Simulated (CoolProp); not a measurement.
A single-stage vapour-compression cycle with R123: evaporating at 290.15 K (dew point), condensing at 331.15 K (bubble point), superheat 10 K, subcooling 8 K, compressor efficiency 0.75, no pressure losses. Each further row changes one setting.

Model: reference Helmholtz-energy equation of state, Younglove 1994, in CoolProp. It is a modified Benedict-Webb-Rubin equation, recast in Helmholtz form.

```json
[
 {"case": "as stated", "cooling COP": "4.83", "pressure ratio": "4.01", "discharge temperature (K)": "347.9", "refrigerating effect (kJ/kg)": "147", "volumetric capacity (kJ/m³)": "625"},
 {"case": "evaporating temperature 295.15 K", "cooling COP": "5.71", "pressure ratio": "3.31", "discharge temperature (K)": "346.6", "refrigerating effect (kJ/kg)": "151", "volumetric capacity (kJ/m³)": "766"},
 {"case": "condensing temperature 326.15 K", "cooling COP": "5.62", "pressure ratio": "3.46", "discharge temperature (K)": "342.6", "refrigerating effect (kJ/kg)": "153", "volumetric capacity (kJ/m³)": "648"},
 {"case": "subcooling 13 K", "cooling COP": "5.01", "pressure ratio": "4.01", "discharge temperature (K)": "347.9", "refrigerating effect (kJ/kg)": "153", "volumetric capacity (kJ/m³)": "648"},
 {"case": "superheat 20 K", "cooling COP": "4.88", "pressure ratio": "4.01", "discharge temperature (K)": "358.4", "refrigerating effect (kJ/kg)": "154", "volumetric capacity (kJ/m³)": "632"},
 {"case": "compressor efficiency 0.65", "cooling COP": "4.19", "pressure ratio": "4.01", "discharge temperature (K)": "354.0", "refrigerating effect (kJ/kg)": "147", "volumetric capacity (kJ/m³)": "625"}
]
```
